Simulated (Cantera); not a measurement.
Charge: 1 mol SiO2, 8.8 mol CO, equilibrated at 1423.15 K and 0.580 bar.

These are equilibrium values from Cantera (NASA tables, ideal gas, pure condensed phases), not measurements of a reactor. Candidate condensed phases: C, Si, SiC, SiO2; 20 gas species. The tables hold silica as quartz up to 1696 K and as liquid above; real silica turns to tridymite and cristobalite and melts near 1996 K. Equilibrium is a limit: real reactors are often held back by kinetics, nucleation or transport.

Base state: CO 0.999, CO2 0.000788 (mole fractions); condensed: C(graphite) + SiO2(β-quartz).

What changes in the equilibrium state with this change: temperature from 1423.15 K to 848.15 K?


```csv
species,before,after
CO2,0.000788,0.760
CO,0.999,0.240
"C(graphite), mol",0.00692,3.80
"SiO2(β-quartz), mol",1.000,1.00
```
